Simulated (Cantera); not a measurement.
A closed system holds: 1 mol Ta2O5, 0.63 mol H2, 0.36 mol H2O, equilibrated at 1798.15 K and 81000 Pa.

Method: chemical equilibrium by Gibbs-energy minimisation in Cantera with the NASA 1993 tables (ideal gas, pure condensed phases). Candidate condensed phases: H2O, Ta, Ta2O5; 12 gas species. Equilibrium is a limit: real reactors are often held back by kinetics, nucleation or transport.

Task: What is the equilibrium state?

Result: 
```json
{
  "x(H2)": "0.636",
  "x(H2O)": "0.364",
  "x(H)": "0.000312",
  "x(OH)": "1.17e-5",
  "n(Ta2O5(s))": "1.00 mol",
  "gas_amount": "0.9902 mol",
  "log10 activity of Ta(s) (absent)": "-7.31"
}
```
